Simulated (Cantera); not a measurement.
Mixture: 37.4 % H2, 12.5 % O2, 46.7 % N2, 3.40 % H2O, equivalence ratio 1.5, at 1.09 atm, adiabatic and at constant pressure. Ignition delay is the time to a rise of 400 K.

Cantera simulation using the H2/O2 subset of GRI-Mech 3.0, which has no nitrogen chemistry; the numbers are that mechanism's predictions, not measurements. Where the delays flatten at high temperature, the 400 K rule measures the pace of heat release, not the induction time.

Q: Predict: delay at 1123 K; delay at 1323 K; delay at 1523 K; delay at 1723 K; delay at 1923 K.

A: 
```
Quantity           Value
---------------  -------
delay at 1123 K  82.6 µs
delay at 1323 K  26.9 µs
delay at 1523 K  15.9 µs
delay at 1723 K  13.6 µs
delay at 1923 K  14.6 µs
```
